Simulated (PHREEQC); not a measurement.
Make-up at 85 °C: 0.46 mol CaCl2, 0.00034 mol Na2SO4 and 0.0009 mol MgSO4 per kg of water. Closed to the air; pH follows from the charge balance.

All values are PHREEQC results (ion-association model, phreeqc.dat), not measurements.

Precipitation was switched off in this run.

Problem. Estimate the activity of water, density.

Solution. activity of water 0.977; density 1.009 g/cm³.

Problem. In which forms is S present?

Solution. CaSO4 66 %, SO4-2 34 %, MgSO4 0.5 % of the S.

Caution: at this ionic strength the ion-association model is outside its range; a Pitzer model would be the better tool where its parameters exist. Species that the database lacks are ignored. Away from 25 °C the constants follow the database's enthalpies or fits; those with neither stay at their 25 °C values.
